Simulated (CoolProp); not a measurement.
n-octane at 331.7 K and 0.261 MPa flows at 13 m/s in a round tube of 1 mm bore and 0.25 µm roughness, fully developed (64/Re and Nu = 3.66 if laminar; Colebrook and Gnielinski if turbulent). Each further row changes one setting.

The numbers come from the reference Helmholtz-energy equation of state, Beckmüller 2019 in CoolProp.

```tsv
case	Reynolds number	Darcy friction factor	pressure drop (Pa/m)	heat-transfer coefficient (W/(m² K))	mass flow (kg/h)
as stated	24500	0.0252	1430000	(withheld)	24.7
velocity 26 m/s	49000	0.0218	4960000	38700	(withheld)
diameter 2 mm	49000	0.0214	(withheld)	19100	98.7
```

Q: Fill in the missing entries.

A: 
- as stated, heat-transfer coefficient (W/(m² K)): 20900
- velocity 26 m/s, mass flow (kg/h): 49.3
- diameter 2 mm, pressure drop (Pa/m): 608000

Viscosity comes from a separate model (Huber 2004). Thermal conductivity comes from a separate model (Huber 2005).
